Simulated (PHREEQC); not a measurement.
0.1 mol of Gypsum (CaSO4:2H2O) is brought to equilibrium with 1 kg of water holding 0.16 mol/kgw MgCl2, at several temperatures. O2 is buffered at 0.21 atm. No CO2 enters from the air. Only these solids could form: Gypsum.

Equilibrium calculation in PHREEQC: ion-association model, phreeqc.dat.

```tsv
T (°C)	dissolved Ca (mol/kgw)	dissolved S (mol/kgw)
0	0.0323	0.0323
6.7	0.0349	0.0349
13.3	0.0373	0.0373
20	0.0397	0.0397
26.7	0.0418	0.0418
33.3	0.0438	0.0438
40	0.0456	0.0456
46.7	0.0471	0.0471
53.3	0.0485	0.0485
60	0.0496	0.0496
66.7	0.0505	0.0505
73.3	0.0512	0.0512
80	0.0517	0.0517
86.7	0.0520	0.0520
93.3	0.0521	0.0521
100	0.0521	0.0521
```

At this temperature some constants are extrapolated from 25 °C, and those without enthalpy data are left unchanged. Outside its range of stability a hydrate's values are those of a metastable solid.
